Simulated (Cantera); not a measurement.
A closed system holds: 1 mol FeS2, 0.067 mol SO3, 0.26 mol H2O, held at 1348.15 K and 0.330 bar.

Method: chemical equilibrium by Gibbs-energy minimisation in Cantera with the NASA 1993 tables (ideal gas, pure condensed phases). Candidate condensed phases: Fe, FeO, Fe(OH)2, Fe(OH)3, FeS, FeSO4, FeS2, Fe2O3, Fe2(SO4)3, Fe3O4, H2O, H2SO4, S; 22 gas species. FeS: taken at fixed stoichiometry. The numbers say what is thermodynamically allowed, not how fast it happens.

Base state: S2 0.524, H2O 0.237, SO2 0.153, H2S 0.0577, H2 0.0169, S2O 0.00944, SO 0.00126, SH 0.000779 (mole fractions); condensed: FeS(s).

Problem. What changes in the equilibrium state with this change: temperature from 1348.15 K to 698 K?

Solution. 
| species | before | after |
|---|---|---|
| H2O | 0.237 | 0.737 |
| SO2 | 0.153 | 0.262 |
| H2S | 0.0577 | 0.00127 |
| S2 | 0.524 | 7.90e-5 |
| H2 | 0.0169 | 1.76e-5 |
| SH | 0.000779 | <1e-9 |
| SO | 0.00126 | 7.47e-9 |
| FeS(s), mol | 1.00 | 0 |
| FeS2(s), mol | 0 | 0.987 |
| Fe3O4(s), mol | 0 | 0.00428 |

Problem. What changes in the equilibrium state with this change: temperature from 1348.15 K to 1673 K?

Solution. 
```tsv
species	before	after
S2	0.524	0.518
H2O	0.237	0.217
SO2	0.153	0.154
H2	0.0169	0.0511
H2S	0.0577	0.0362
SO	0.00126	0.0103
H	5.24e-7	4.48e-5
S	7.23e-6	0.000309
SH	0.000779	0.00487
S2O	0.00944	0.00877
FeS(s), mol	1.00	0
FeS(l), mol	0	1.000
```

Problem. What changes in the equilibrium state with this change: H2O from 0.26 to 6.3 mol?

Solution. 
| species | before | after |
|---|---|---|
| H2O | 0.237 | 0.828 |
| SO2 | 0.153 | 0.0566 |
| H2 | 0.0169 | 0.0470 |
| S2 | 0.524 | 0.0291 |
| H2S | 0.0577 | 0.0379 |
| S2O | 0.00944 | 0.000657 |
| SO | 0.00126 | 0.000372 |
| SH | 0.000779 | 0.000306 |
| FeS(s), mol | 1.00 | 1.000 |
